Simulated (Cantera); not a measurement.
An adiabatic, constant-pressure homogeneous reactor starts with 4.41 % CH₄, 0.181 % C₂H₆, 20.1 % O₂, 75.3 % N₂, equivalence ratio 0.47, at 1373 K and 4.93 atm.

Cantera simulation using GRI-Mech 3.0 (53 species, 325 reactions); the numbers are that mechanism's predictions, not measurements.

One state of this run: T (K) = 2309; x CH₄ = <1e-12; x C₂H₆ = <1e-12; x O₂ = 0.0999; x HCO = 6.01e-11; x CO₂ = 0.0467. x: mole fraction; the columns are a selection and need not sum to one.

Task: Which value of t (s) does it belong to?
A. 0.164
B. 0.000200
C. 7.00e-6
D. 2.14e-5

Result: A, 0.164
